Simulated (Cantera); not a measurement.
Input: 1 mol MgCl2, 0.31 mol H2O, 0.24 mol H2, at 1175 K and 1.35 Torr.

These are equilibrium values from Cantera (NASA tables, ideal gas, pure condensed phases), not measurements of a reactor. Candidate condensed phases: H2O, Mg, MgCl2, MgO, Mg(OH)2; 22 gas species. The numbers say what is thermodynamically allowed, not how fast it happens.

Base state: MgCl2 0.445, HCl 0.400, H2 0.155, H2O 8.83e-5 (mole fractions); condensed: MgO(s).

**Question.** What changes in the equilibrium state with this change: H2O from 0.31 to 0.11 mol?

**Answer.** 
```json
[
 {"species": "MgCl2", "before": "0.445", "after": "0.659"},
 {"species": "H2", "before": "0.155", "after": "0.178"},
 {"species": "HCl", "before": "0.400", "after": "0.163"},
 {"species": "H2O", "before": "8.83e-5", "after": "9.91e-6"},
 {"species": "MgO(s), mol", "before": "0.310", "after": "0.110"}
]
```
